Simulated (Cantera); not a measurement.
## CF4 + H2 (fluorocarbon and chlorocarbon gases)

A closed system holds: 1 mol CF4, 0.57 mol H2, held at 133 Pa.

Cantera equilibrium calculation (NASA polynomials, part measured and part estimated; ideal gas, pure solids and liquids). Candidate condensed phases: C, C6H6, C7H8, C8H18; 95 gas species. Gases not in the tables: C2F6 and larger saturated fluorocarbons. The numbers say what is thermodynamically allowed, not how fast it happens.

From 1875 K to 2575 K the condensed part is C(graphite). The main C-bearing gas is CF4 at 1875 K and CF2 at 2575 K. The share of C in condensed phases is highest at 2575 K (73.9 %) and lowest at 2075 K (14.8 %).

```tsv
T (K)	x F	x HF	x CF4	x CF2	x CF	x CF3	x C3	n C(graphite)
1875	0.0343	0.581	0.325	0.0576	8.22e-5	0.00265	7.74e-10	0.244
1975	0.0897	0.534	0.248	0.123	0.000367	0.00450	1.11e-8	0.198
2075	0.195	0.461	0.134	0.203	0.00129	0.00549	1.23e-7	0.148
2175	0.336	0.387	0.0398	0.230	0.00343	0.00401	1.09e-6	0.182
2275	0.461	0.343	0.00650	0.181	0.00700	0.00177	7.86e-6	0.349
2375	0.552	0.319	0.000792	0.116	0.0120	0.000602	4.80e-5	0.538
2475	0.610	0.304	8.78e-5	0.0672	0.0184	0.000182	0.000252	0.675
2575	0.640	0.294	9.72e-6	0.0373	0.0261	5.33e-5	0.00116	0.739
```
x: gas mole fraction; n: condensed amount in mol.
